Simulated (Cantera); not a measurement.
Charge: 1 mol SiHCl₃, 0.9 mol NH₃, equilibrated at 1198.15 K and 0.000410 bar.

Method: chemical equilibrium by Gibbs-energy minimisation in Cantera with the NASA 1993 tables (ideal gas, pure condensed phases). Candidate condensed phases: NH₄Cl, Si, Si₃N₄; 28 gas species. The tables' values for SiCl₃ are old estimates; treat these amounts as uncertain. Equilibrium is a limit: real reactors are often held back by kinetics, nucleation or transport.

Base state: HCl 0.502, H₂ 0.339, SiCl₄ 0.0813, SiCl₂ 0.0360, N₂ 0.0222, SiCl₃ 0.0182, SiHCl₃ 0.00148 (mole fractions); condensed: Si₃N₄(s).

Q: What changes in the equilibrium state with this change: temperature from 1198.15 K to 823.15 K?

A: 
```csv
species,before,after
HCl,0.502,0.431
H₂,0.339,0.403
SiCl₄,0.0813,0.143
SiCl₂,0.0360,1.18e-7
SiCl₃,0.0182,1.37e-5
N₂,0.0222,0.0229
SiHCl₃,0.00148,0.000161
"Si₃N₄(s), mol",0.190,0.191
```
